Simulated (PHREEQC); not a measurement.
1 kg of water holding 0.63 mol MgCl2 meets 20 L of dry gas (CO2 1 by moles) at fixed total pressure, at 60 °C; fugacities by Peng-Robinson. The gases take part in no redox reaction, some water evaporates into the gas, and hydrates or a liquid gas phase aren't modelled. No solid was allowed to form.

Equilibrium calculation in PHREEQC: Pitzer model, pitzer.dat.

Q: Predict dissolved CO2 (all carbonate carbon) (mol/kgw), φ of CO2, pH at P (atm) = 10, 30, 150.

A: 
| P (atm) | dissolved CO2 (all carbonate carbon) (mol/kgw) | φ of CO2 | pH |
|---|---|---|---|
| 10 | 0.125 | 0.961 | 3.37 |
| 30 | 0.347 | 0.887 | 3.15 |
| 150 | 0.921 | 0.525 | 2.93 |

In brines, pH and single-ion activities rest on the MacInnes convention. Away from 25 °C the constants follow the database's enthalpies or fits; those with neither stay at their 25 °C values.
